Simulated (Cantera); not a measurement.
What does this Cantera script print?

```python
import numpy as np
import cantera as ct

gas_names = [...]  # 139 gases of nasa_gas.yaml made of C, H, N, O, Ti
cond_names = """
    C(gr) C6H6(L) C7H8(L) C8H18(L),n-octa H2O(s) H2O(L) Ti(a) Ti(b) Ti(L) TiC(s) TiC(L) TiN(s) TiN(L)
    TiO(a) TiO(b) TiO(L) TiO2(ru) TiO2(L) Ti2O3(a) Ti2O3(b) Ti2O3(L) Ti3O5(a) Ti3O5(b) Ti3O5(L) Ti4O7(s)
    Ti4O7(L)
""".split()


# ... load() reads the species with a 1 bar reference pressure and builds the phases ...
atoms = {
    'Ti(NMe2)4': {'Ti': 1, 'C': 8, 'H': 24, 'N': 4},
    'O2': {'O': 2},
    'H2': {'H': 2},
}
top_T = {'C(gr)': 4500}  # K; cautious upper limits of use, not melting points


# ... equilibrate(T, P, feed) seeds the gas with the atoms and calls Mixture.equilibrate('TP', solver="vcs", rtol=1e-11, max_steps=5000) ...
results = []
feed = {'Ti(NMe2)4': 1, 'O2': 7.4, 'H2': 1.6}  # mol
P = 1000  # Pa
for T in [1650, 1700, 1750, 1800, 1850, 1900, 1950, 2000, 2050, 2100, 2150]:
    mix = equilibrate(T, P, feed)
    results.append((T, P, feed, dict(zip(mix.species_names, mix.species_moles))))

top = {s: max(r[3][s] / sum(r[3][g] for g in gas_names) for r in results) for s in gas_names}
cols = sorted((s for s in top if top[s] > 1e-05), key=lambda s: -top[s])[:7]
seen = [c for c in cond_names if any(r[3].get(c, 0) > 1e-12 for r in results)]
print("log10 of partial pressures in bar; condensed amounts in mol")
print(f"{'T/K':>10s}" + "".join(f"{s[:9]:>10s}" for s in cols + seen))
for T, P, feed, n in results:
    ng = sum(n[g] for g in gas_names)
    print(f"{T:10.4g}" + "".join(f"{np.log10(max(n[s] / ng * P / 1e5, 1e-99)):10.3f}" for s in cols)
          + "".join(f"{n.get(c, 0):10.4g}" for c in seen))
```

Output:

```
log10 of partial pressures in bar; condensed amounts in mol
       T/K        H2        CO       H2O        N2       CO2         H        OH  TiO2(ru)  Ti4O7(L)
      1650    -2.387    -2.521    -2.781    -3.072    -3.422    -5.235    -6.974         1         0
      1700    -2.389    -2.519    -2.777    -3.072    -3.441    -5.026    -6.701         1         0
      1750    -2.391    -2.517    -2.774    -3.072    -3.459    -4.829    -6.444         1         0
      1800    -2.393    -2.516    -2.771    -3.072    -3.475    -4.642    -6.200         1         0
      1850    -2.395    -2.514    -2.768    -3.073    -3.491    -4.466    -5.971         1         0
      1900    -2.397    -2.513    -2.766    -3.073    -3.506    -4.299    -5.753    0.9999         0
      1950    -2.400    -2.512    -2.764    -3.074    -3.520    -4.141    -5.547    0.9998         0
      2000    -2.403    -2.512    -2.763    -3.074    -3.533    -3.990    -5.351    0.9995         0
      2050    -2.416    -2.514    -2.742    -3.075    -3.518    -3.852    -5.139         0    0.2497
      2100    -2.421    -2.514    -2.742    -3.076    -3.529    -3.717    -4.962         0    0.2494
      2150    -2.427    -2.515    -2.744    -3.078    -3.541    -3.588    -4.794         0    0.2488
```

Cantera equilibrium calculation (NASA polynomials, part measured and part estimated; ideal gas, pure solids and liquids). The feed counts by its element totals alone. Condensed phases not in the tables: Magnéli phases beyond Ti4O7.
